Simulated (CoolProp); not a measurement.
Sulfur hexafluoride at 293.15 K and 4.73 MPa is throttled through a valve to 2.07 MPa with no heat exchange. Each further row changes one setting.

Computed with CoolProp (reference Helmholtz-energy equation of state, Guder 2009).

```csv
case,temperature change (K),final phase,final density (kg/m³)
as stated,(withheld),liquid,1410
outlet pressure 0.621 MPa,-43.2,(withheld),(withheld)
outlet pressure 2.69 MPa,(withheld),liquid,(withheld)
```

**Question.** What belongs in the gaps?

**Answer.** 
- as stated, temperature change (K): -1.5
- outlet pressure 0.621 MPa, final phase: two-phase, vapour fraction 0.436
- outlet pressure 0.621 MPa, final density (kg/m³): 112
- outlet pressure 2.69 MPa, temperature change (K): -1.0
- outlet pressure 2.69 MPa, final density (kg/m³): 1420
